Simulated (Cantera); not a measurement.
Feed: 1 mol C2F6, 0.062 mol F2, held at 1902 °C and 0.0100 bar.

Method: chemical equilibrium by Gibbs-energy minimisation in Cantera with the NASA 1993 tables (ideal gas, pure condensed phases). Candidate condensed phases: C; 13 gas species. The feed counts by its element totals alone. The tables' values for C2F4 are old estimates; treat these amounts as uncertain. Gases not in the tables: C2F6 and larger saturated fluorocarbons. Kinetics and transport are ignored.

Base state: CF4 0.533, CF2 0.307, F 0.142, CF3 0.0170, CF 0.00145, C2F4 1.21e-5 (mole fractions); condensed: C(graphite).

Q: What changes in the equilibrium state with this change: C2F6 replaced by CH3F?

A: 
```tsv
species	before	after
HF	0	0.536
H2	0	0.431
H	0	0.0320
CF4	0.533	<1e-9
CF2	0.307	1.53e-8
CF3	0.0170	<1e-9
F	0.142	3.15e-5
C2H2 (acetylene)	0	0.000961
C2F4	1.21e-5	<1e-9
C(graphite), mol	0.211	0.996
```
Further candidate phases: C6H6, C7H8, C8H18.

Q: What changes in the equilibrium state with this change: pressure from 0.0100 bar to 0.00300 bar?

A: 
```json
[
 {"species": "CF2", "before": "0.307", "after": "0.406"},
 {"species": "F", "before": "0.142", "after": "0.297"},
 {"species": "CF4", "before": "0.533", "after": "0.279"},
 {"species": "CF3", "before": "0.0170", "after": "0.0141"},
 {"species": "CF", "before": "0.00145", "after": "0.00304"},
 {"species": "C2F4", "before": "1.21e-5", "after": "6.36e-6"},
 {"species": "C(graphite), mol", "before": "0.211", "after": "0.106"}
]
```
